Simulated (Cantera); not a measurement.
A freely propagating, adiabatic, planar premixed flame of H₂ : O₂ : N₂ = 1 : 0.294 : 1.11 (molar parts), unburnt at 675 K and 1.00 bar; mixture-averaged transport, grid criteria slope 0.08 and curve 0.16, no radiation.

Cantera simulation using the H2/O2 subset of GRI-Mech 3.0, which has no nitrogen chemistry; the numbers are that mechanism's predictions, not measurements. Burning velocities carry a grid error of a few per cent, more on coarse grids.

x: mole fraction of selected species; z is measured from the peak of heat release.

```
z (mm)  T (K)  u (m/s)   x H₂      x O₂     x OH       x H       x O    x H₂O
------  -----  -------  -----  --------  -------  --------  --------  -------
-1.42     675     11.1  0.416     0.122    <1e-8     <1e-8     <1e-8    <1e-8
-0.945    675     11.1  0.416     0.122    <1e-8     <1e-8     <1e-8    <1e-8
-0.709    675     11.1  0.416     0.122    <1e-8     <1e-8     <1e-8    <1e-8
-0.473    675     11.1  0.416     0.122    <1e-8   4.57e-7     <1e-8  1.73e-7
-0.236    693     11.4  0.413     0.122        …  0.000525   1.63e-5  0.00100
-0.118    874     14.1  0.382     0.116        …    0.0110  0.000457   0.0178
0        1284     20.1  0.262    0.0717        …    0.0624   0.00506    0.111
0.118    1567     24.3  0.165    0.0170        …    0.0995   0.00613    0.215
0.236    1690     26.0  0.149   0.00522        …    0.0989   0.00487    0.239
0.473    1818     27.7  0.154   0.00287  0.00934    0.0852   0.00401    0.246
0.945    1957     29.5  0.162   0.00203  0.00968    0.0681   0.00301    0.251
1.89     2093     31.2  0.170   0.00128  0.00911    0.0513   0.00197    0.257
3.78     2214     32.7  0.177  0.000702        …    0.0364   0.00110    0.263
```

Problem. Complete the blanks.

Solution. 
- -0.236, x OH: 7.20e-5
- -0.118, x OH: 0.000646
- 0, x OH: 0.00350
- 0.118, x OH: 0.00704
- 0.236, x OH: 0.00836
- 3.78, x OH: 0.00770
